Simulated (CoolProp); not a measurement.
Vapour-liquid equilibrium of R125 (1) + R227EA (2) at 4.84 kPa; x and y are mole fractions of (1).

Computed with CoolProp (multi-fluid Helmholtz-energy mixture model, Lemmon 2005 and Lemmon 2016; pair parameters Bell 2016).

```csv
x,bubble temperature (K),y at the bubble point,dew temperature at overall composition x (K),liquid density (mol/L)
0.05,200.4,0.262,203.1,10.27
0.15,195.3,0.564,201.9,10.63
0.25,191.5,0.723,[?],10.98
0.35,188.5,[?],199.1,11.34
0.45,186.2,0.874,197.5,11.70
0.55,184.2,0.914,195.6,[?]
0.65,182.6,0.942,193.4,12.45
0.75,181.1,0.964,190.7,12.85
0.85,179.9,0.981,[?],13.27
0.95,178.7,0.994,182.1,13.71
```

### Question
Fill in the missing entries.

### Answer

- 0.25, dew temperature at overall composition x (K): 200.6
- 0.35, y at the bubble point: 0.815
- 0.55, liquid density (mol/L): 12.07
- 0.85, dew temperature at overall composition x (K): 187.2

No azeotrope shows between x = 0.05 and 0.95.

The pair parameters rest on a limited set of measurements; away from them the model extrapolates.
